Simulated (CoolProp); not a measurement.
Aqueous ethylene glycol as a coolant, 28 % by mass, freezing at -13.1 °C, 1 atm.

Computed with CoolProp (Melinder's fits for secondary coolants).

```csv
T (°C),viscosity (mPa s),conductivity (W/(m K)),cp (kJ/(kg K)),density (kg/m³)
-6.3,5.21,0.447,3.683,___
-0.3,4.09,0.453,3.700,___
5.7,___,0.459,___,1040
11.7,___,0.465,3.733,1038
17.7,2.20,0.471,___,1036
23.6,1.85,0.477,3.766,1034
29.6,1.58,0.482,3.782,1031
35.6,1.36,0.488,3.797,1028
```

Task: Some entries are withheld; supply them.

Result: 
- -6.3, density (kg/m³): 1043
- -0.3, density (kg/m³): 1042
- 5.7, viscosity (mPa s): 3.28
- 5.7, cp (kJ/(kg K)): 3.717
- 11.7, viscosity (mPa s): 2.66
- 17.7, cp (kJ/(kg K)): 3.750
